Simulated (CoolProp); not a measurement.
Vapour-liquid equilibrium of CH2F2 (R32) (1) + R125 (2) at 0.307 MPa; x and y are mole fractions of (1).

Values from CoolProp's multi-fluid Helmholtz-energy mixture model, Tillner-Roth 1997 and Lemmon 2005; pair parameters Lemmon 2004.

Q: Give the bubble temperature and the first vapour's composition at x = 0.125, 0.275, 0.725. Is there an azeotrope?

A: x = 0.125: 249.6 K, y = 0.157; x = 0.275: 248.4 K, y = 0.327; x = 0.725: 246.2 K, y = 0.746. y crosses x between x = 0.875 and 0.95: the model has an azeotrope there.

Pair parameters are fitted to limited data, so mixtures are less certain than the pure fluids.
